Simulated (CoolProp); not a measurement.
Vapour-liquid equilibrium of p-xylene (1) + n-decane (2) at 9.33 kPa; x and y are mole fractions of (1).

Model: multi-fluid Helmholtz-energy mixture model, Zhou 2012 and Lemmon 2006; pair parameters Bell 2016, in CoolProp.

| x | bubble temperature, mixture model (K) | bubble temperature, Raoult's law (K) | y, mixture model | y, Raoult's law |
|---|---|---|---|---|
| 0.05 | (withheld) | 369.7 | 0.167 | 0.153 |
| 0.2 | 361.3 | 362.4 | (withheld) | 0.473 |
| 0.35 | 355.5 | 356.6 | (withheld) | 0.668 |
| 0.5 | 350.9 | 351.8 | 0.794 | 0.795 |
| 0.65 | (withheld) | 347.7 | 0.875 | 0.881 |
| 0.8 | (withheld) | 344.2 | (withheld) | 0.943 |
| 0.95 | 341.2 | 341.2 | (withheld) | 0.988 |

Complete the blanks.


- 0.05, bubble temperature, mixture model (K): 369.2
- 0.2, y, mixture model: 0.493
- 0.35, y, mixture model: 0.677
- 0.65, bubble temperature, mixture model (K): 347.2
- 0.8, bubble temperature, mixture model (K): 344.0
- 0.8, y, mixture model: 0.937
- 0.95, y, mixture model: 0.986

The largest gap from Raoult's law is -1.1 K in bubble temperature, at x = 0.35. No azeotrope shows between x = 0.05 and 0.95.

The pair parameters rest on a limited set of measurements; away from them the model extrapolates.
